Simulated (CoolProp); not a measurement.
Cyclopentane along the isotherm 9.85 °C: density (kg/m³) from the reference equation and from simpler models built on Tc = 238.6 °C, pc = 45.83 bar, ω = 0.202; each cubic takes its own stable root.

Model: reference Helmholtz-energy equation of state, Gedanitz 2015, in CoolProp.

```csv
p (bar),phase,reference
1.45,liquid,755.3
2.58,liquid,755.4
4.58,liquid,755.6
8.15,liquid,755.9
14.5,liquid,756.4
25.8,liquid,757.4
45.8,liquid,759.1
81.5,liquid,762.0
145,liquid,766.9
258,liquid,775.0
458,liquid,787.6
```

How far does each simpler model (van der Waals, Redlich-Kwong, Peng-Robinson) lie from the reference over these 11 states: mean and median of the absolute difference, and the worst?


- van der Waals: mean 41.2 %, median 36.0 %, worst -99.4 % at 9.85 °C and 1.45 bar
- Redlich-Kwong: mean 5.5 %, median 5.8 %, worst -6.0 % at 9.85 °C and 1.45 bar
- Peng-Robinson: mean 8.0 %, median 7.9 %, worst +8.1 % at 9.85 °C and 258 bar

At some of these states van der Waals gives the other phase, because its saturation line lies elsewhere.
